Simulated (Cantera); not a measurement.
A Cantera script and what it prints.

```python
import numpy as np
import cantera as ct

gas_names = [...]  # 109 gases of nasa_gas.yaml made of C, Cl, H, Si
cond_names = """
    C(gr) C6H6(L) C7H8(L) C8H18(L),n-octa Si(cr) Si(L) SiC(b)
""".split()


# ... load() reads the species with a 1 bar reference pressure and builds the phases ...
atoms = {
    '(CH3)2SiCl2': {'C': 2, 'H': 6, 'Si': 1, 'CL': 2},
    'H2': {'H': 2},
}
top_T = {'C(gr)': 4500, 'SiC(b)': 3050}  # K; cautious upper limits of use, not melting points


# ... equilibrate(T, P, feed) seeds the gas with the atoms and calls Mixture.equilibrate('TP', solver="vcs", rtol=1e-11, max_steps=5000) ...
results = []
feed = {'(CH3)2SiCl2': 1, 'H2': 38}  # mol
P = 1000  # Pa
for T in [1000, 1200, 1400, 1600, 1800, 2000, 2200, 2400, 2600]:
    mix = equilibrate(T, P, feed)
    results.append((T, P, feed, dict(zip(mix.species_names, mix.species_moles))))

top = {s: max(r[3][s] / sum(r[3][g] for g in gas_names) for r in results) for s in gas_names}
cols = sorted((s for s in top if top[s] > 0.001), key=lambda s: -top[s])[:6]
seen = [c for c in cond_names if any(r[3].get(c, 0) > 1e-12 for r in results)]
print("log10 of partial pressures in bar; condensed amounts in mol")
print(f"{'T/K':>10s}" + "".join(f"{s[:9]:>10s}" for s in cols + seen))
for T, P, feed, n in results:
    ng = sum(n[g] for g in gas_names)
    print(f"{T:10.4g}" + "".join(f"{np.log10(max(n[s] / ng * P / 1e5, 1e-99)):10.3f}" for s in cols)
          + "".join(f"{n.get(c, 0):10.4g}" for c in seen))
```

Output:

```
log10 of partial pressures in bar; condensed amounts in mol
       T/K        H2         H       HCL        Si C2H2,acet        CL     C(gr)    SiC(b)
      1000    -2.021    -9.655    -3.326   -19.160   -10.964   -10.990    0.9687     0.995
      1200    -2.021    -7.715    -3.322   -14.631    -9.010    -9.078    0.9945    0.9994
      1400    -2.021    -6.324    -3.323   -11.404    -7.620    -7.710    0.9996    0.9985
      1600    -2.021    -5.275    -3.324    -8.989    -6.582    -6.680     1.001    0.9964
      1800    -2.023    -4.457    -3.327    -7.116    -5.779    -5.878    0.9935    0.9921
      2000    -2.029    -3.803    -3.337    -5.622    -5.143    -5.240    0.9637     0.974
      2200    -2.049    -3.274    -3.365    -4.403    -4.640    -4.728     1.003    0.7542
      2400    -2.102    -2.850    -3.425    -3.796    -4.259    -4.319     1.163         0
      2600    -2.203    -2.517    -3.536    -3.852    -3.993    -4.005    0.3655         0
```

Cantera equilibrium calculation (NASA polynomials, part measured and part estimated; ideal gas, pure solids and liquids). The feed counts by its element totals alone. The tables' values for SiCl are old estimates; treat these amounts as uncertain. Gases not in the tables: Si2H6 and higher silanes.
